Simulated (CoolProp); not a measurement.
Vapour-liquid equilibrium of n-perfluorobutane (1) + R365MFC (2) at 0.294 MPa; x and y are mole fractions of (1).

Values from CoolProp's multi-fluid Helmholtz-energy mixture model, Gao 2022 and Lemmon 2016; pair parameters Bell 2016.

| x | bubble temperature, mixture model (K) | bubble temperature, Raoult's law (K) | y, mixture model | y, Raoult's law |
|---|---|---|---|---|
| 0.05 | 333.4 | 342.7 | 0.336 | 0.154 |
| 0.125 | 321.3 | 337.2 | 0.567 | 0.338 |
| 0.2 | 315.0 | 332.3 | 0.666 | 0.479 |
| 0.275 | 311.4 | 327.9 | 0.716 | 0.589 |
| 0.35 | 309.2 | 324.0 | 0.747 | 0.676 |
| 0.425 | 307.7 | 320.4 | 0.769 | 0.746 |
| 0.5 | 306.6 | 317.2 | 0.787 | 0.803 |
| 0.575 | 305.6 | 314.2 | 0.806 | 0.849 |
| 0.65 | 304.6 | 311.5 | 0.826 | 0.887 |
| 0.725 | 303.7 | 309.0 | 0.849 | 0.919 |
| 0.8 | 302.9 | 306.6 | 0.878 | 0.946 |
| 0.875 | 302.1 | 304.5 | 0.914 | 0.969 |
| 0.95 | 301.5 | 302.4 | 0.961 | 0.989 |

The largest gap from Raoult's law is -17.3 K in bubble temperature, at x = 0.2. No azeotrope shows between x = 0.05 and 0.95.

The pair parameters rest on a limited set of measurements; away from them the model extrapolates. With so large a gap from Raoult's law the liquid may split in two, which this calculation doesn't test in full.
